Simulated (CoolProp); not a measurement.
A single-stage vapour-compression cycle with R124: evaporating at 248.15 K (dew point), condensing at 272.15 K (bubble point), superheat 0 K, subcooling 2 K, compressor efficiency 0.7, no pressure losses. Each further row changes one setting.

Model: reference Helmholtz-energy equation of state, de Vries 1995, in CoolProp.

```csv
case,cooling COP,pressure ratio,discharge temperature (K),refrigerating effect (kJ/kg),volumetric capacity (kJ/m³)
as stated,6.70,2.77,283.0,149,574
evaporating temperature 253.15 K,8.80,2.20,280.3,151,726
condensing temperature 267.15 K,8.64,2.28,276.2,154,594
subcooling 7 K,6.95,2.77,283.0,154,594
superheat 10 K,6.71,2.77,293.5,155,574
compressor efficiency 0.6,5.75,2.77,287.9,149,574
```
